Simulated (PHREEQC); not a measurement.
Dissolve 0.0082 mol KOH and 0.017 mol KH2PO4 per kg of water at 25 °C. Closed to the air; pH follows from the charge balance.

Computed with PHREEQC (ion-association model, wateq4f.dat).

Each row changes one thing in this solution. No solid was allowed to form.

```json
[
 {"case": "as made", "pH": "6.95", "ionic strength (mol/kgw)": "0.0330", "H2PO4- (mol/kgw)": "0.00880", "HPO4-2 (mol/kgw)": "0.00800", "KHPO4- (mol/kgw)": "0.000199"},
 {"case": "KH2PO4 from 0.017 to 0.034 mol/kgw", "pH": "6.44", "ionic strength (mol/kgw)": "0.0498", "H2PO4- (mol/kgw)": "0.0258", "HPO4-2 (mol/kgw)": "0.00791", "KHPO4- (mol/kgw)": "[?]"},
 {"case": "KOH replaced by KHF2 at the same molality", "pH": "3.29", "ionic strength (mol/kgw)": "0.0258", "H2PO4- (mol/kgw)": "[?]", "HPO4-2 (mol/kgw)": "3.06e-6", "KHPO4- (mol/kgw)": "8.20e-8"},
 {"case": "diluted 10-fold with water", "pH": "7.09", "ionic strength (mol/kgw)": "0.00333", "H2PO4- (mol/kgw)": "0.000880", "HPO4-2 (mol/kgw)": "0.000817", "KHPO4- (mol/kgw)": "3.12e-6"},
 {"case": "KOH from 0.0082 to 0.0041 mol/kgw", "pH": "6.51", "ionic strength (mol/kgw)": "0.0250", "H2PO4- (mol/kgw)": "0.0129", "HPO4-2 (mol/kgw)": "0.00401", "KHPO4- (mol/kgw)": "[?]"},
 {"case": "diluted 100-fold with water", "pH": "7.15", "ionic strength (mol/kgw)": "0.000334", "H2PO4- (mol/kgw)": "8.81e-5", "HPO4-2 (mol/kgw)": "8.19e-5", "KHPO4- (mol/kgw)": "3.70e-8"},
 {"case": "KH2PO4 from 0.017 to 0.0034 mol/kgw", "pH": "11.55", "ionic strength (mol/kgw)": "0.0165", "H2PO4- (mol/kgw)": "8.13e-8", "HPO4-2 (mol/kgw)": "0.00260", "KHPO4- (mol/kgw)": "3.53e-5"},
 {"case": "KH2PO4 replaced by NaH2PO4 at the same molality", "pH": "6.95", "ionic strength (mol/kgw)": "0.0330", "H2PO4- (mol/kgw)": "0.00880", "HPO4-2 (mol/kgw)": "0.00800", "KHPO4- (mol/kgw)": "6.49e-5"}
]
```

**Question.** Complete the blanks.

**Answer.** 
- KH2PO4 from 0.017 to 0.034 mol/kgw, KHPO4- (mol/kgw): 0.000294
- KOH replaced by KHF2 at the same molality, H2PO4- (mol/kgw): 0.0160
- KOH from 0.0082 to 0.0041 mol/kgw, KHPO4- (mol/kgw): 9.01e-5

Species that the database lacks are ignored. H3PO4, which wateq4f.dat lacks, is added to it with the constant of phreeqc.dat.
